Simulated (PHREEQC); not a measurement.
H3PO4 is added in steps, without added water, to 1 kg of water holding 0.033 mol/kgw Na3PO4 and 0.066 mol/kgw CsF, at 31 °C. Oxygen alone is held at its pressure in air (log pO2 = -0.68). CO2 from the air is kept out. Nothing may precipitate in this run.

Base run: PHREEQC, ion-association model, wateq4f.dat. Each further column changes one thing. The table gives HF (mol/kgw).

```tsv
H3PO4 added (mol)	base	Davies equation for every ion	all activity coefficients set to 1	Debye-Hückel limiting law	metal-ligand complexes left out
0	1.17e-10	1.16e-10	7.76e-11	1.97e-10	1.22e-10
0.0825	0.0110	0.0111	0.0113	0.0112	0.0110
0.165	0.0406	0.0409	0.0415	0.0411	0.0407
0.2062	0.0448	0.0450	0.0457	0.0453	0.0449
0.2888	0.0483	0.0485	0.0491	0.0487	0.0484
0.3713	0.0497	0.0499	0.0505	0.0501	0.0498
0.4537	0.0505	0.0506	0.0512	0.0509	0.0506
0.495	0.0508	0.0509	0.0515	0.0512	0.0509
0.5775	0.0512	0.0513	0.0519	0.0516	0.0513
0.66	0.0515	0.0516	0.0521	0.0519	0.0515
```

wateq4f.dat counts part of the HF as a dimer, H2F2, which phreeqc.dat doesn't know; its constant is uncertain. H3PO4, which wateq4f.dat lacks, is added to it with the constant of phreeqc.dat.
